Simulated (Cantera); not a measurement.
Input (Python, Cantera):

```python
import numpy as np
import cantera as ct

gas = ct.Solution("gri30.yaml")
gas.TPX = 1575, 110000, {'CH4': 0.14, 'H2O': 1.8}
reactor = ct.IdealGasConstPressureReactor(gas, energy="off", clone=False)
net = ct.ReactorNet([reactor])
net.rtol, net.atol = 1e-08, 1e-18
show = ['CH4', 'H2O', 'CO2', 'O', 'CH3', 'HO2', 'CH2O']
times = np.geomspace(0.0004, 2, 12)

steps = ct.SolutionArray(gas, extra=["t"])
rows = []
print(f"{'t/s':>10s}{'T/K':>9s}{'P/Pa':>11s}" + "".join(f"{s:>11s}" for s in show))
for t in times:
    while net.time < t:
        t_next = net.step()
        steps.append(gas.state, t=t_next)
    rows.append([np.interp(t, steps.t, y) for y in (steps.T, steps.P, *steps(*show).X.T)])
    print(f"{t:10.3e}{rows[-1][0]:9.1f}{rows[-1][1]:11.4g}" + "".join(f"{x:11.3e}" for x in rows[-1][2:]))
rate = np.gradient(steps.T, steps.t)
print("integrator steps:", len(steps.t))
if steps.T.max() > steps.T[0] + 200:
    print(f"time of steepest temperature rise: {steps.t[rate.argmax()]:.4e} s")
gas.TPX = 1575, 110000, {'CH4': 0.14, 'H2O': 1.8}
gas.equilibrate("TP")
print(f"equilibrium (TP): T = {gas.T:.1f} K  " + "  ".join(f"{s} {gas[s].X[0]:.3e}" for s in show))
```

It prints:

```
       t/s      T/K       P/Pa        CH4        H2O        CO2          O        CH3        HO2       CH2O
 4.000e-04   1575.0    1.1e+05  7.184e-02  9.277e-01  2.454e-10  2.537e-10  1.379e-04  1.899e-13  1.900e-06
 8.676e-04   1575.0    1.1e+05  7.140e-02  9.276e-01  9.849e-09  4.422e-10  1.829e-04  4.073e-13  7.451e-06
 1.882e-03   1575.0    1.1e+05  7.032e-02  9.270e-01  2.673e-07  6.347e-10  2.191e-04  6.816e-13  2.042e-05
 4.082e-03   1575.0    1.1e+05  6.790e-02  9.252e-01  3.930e-06  6.601e-10  2.214e-04  7.872e-13  2.924e-05
 8.854e-03   1575.0    1.1e+05  6.326e-02  9.207e-01  3.045e-05  5.529e-10  1.993e-04  7.897e-13  2.562e-05
 1.920e-02   1575.0    1.1e+05  5.554e-02  9.120e-01  1.645e-04  4.195e-10  1.663e-04  8.392e-13  1.944e-05
 4.166e-02   1575.0    1.1e+05  4.473e-02  8.983e-01  7.446e-04  3.102e-10  1.271e-04  8.385e-13  1.321e-05
 9.035e-02   1575.0    1.1e+05  3.271e-02  8.779e-01  2.847e-03  2.421e-10  8.842e-05  6.780e-13  8.036e-06
 1.960e-01   1575.0    1.1e+05  2.288e-02  8.489e-01  8.320e-03  2.066e-10  5.770e-05  5.301e-13  4.429e-06
 4.251e-01   1575.0    1.1e+05  1.682e-02  8.122e-01  1.683e-02  1.863e-10  3.785e-05  3.777e-13  2.297e-06
 9.221e-01   1575.0    1.1e+05  1.238e-02  7.743e-01  2.479e-02  1.743e-10  2.459e-05  2.647e-13  1.133e-06
 2.000e+00   1575.0    1.1e+05  7.608e-03  7.434e-01  2.990e-02  1.660e-10  1.380e-05  2.034e-13  5.007e-07
integrator steps: 1211
equilibrium (TP): T = 1575.0 K  CH4 1.016e-09  H2O 7.146e-01  CO2 3.315e-02  O 1.559e-10  CH3 1.745e-12  HO2 1.686e-13  CH2O 3.158e-09
```

Computed with Cantera and GRI-Mech 3.0 (53 species, 325 reactions).
